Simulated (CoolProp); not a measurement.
A simple Rankine cycle with water: condensing at 302.15 K, boiler at 1.45 MPa, turbine inlet 509.9 K, turbine efficiency 0.8, pump efficiency 0.8, no recuperator. Each further row changes one setting.

Model: reference Helmholtz-energy equation of state, Wagner 2002, in CoolProp.

```tsv
case	thermal efficiency (%)	net work (kJ/kg)	heat in (kJ/kg)	turbine exit temperature (K)	volume ratio over the turbine
as stated	25.5	707	2770	302.1	193
turbine inlet 529.9 K	25.6	723	2820	302.1	187
condensing temperature 294.15 K	26.6	747	2800	294.1	300
boiler pressure 1.01 MPa	24.2	675	2790	302.1	135
turbine efficiency 0.7	22.3	618	2770	302.1	201
```

The expansion ends wet for: as stated; turbine inlet 529.9 K; condensing temperature 294.15 K; boiler pressure 1.01 MPa; turbine efficiency 0.7.
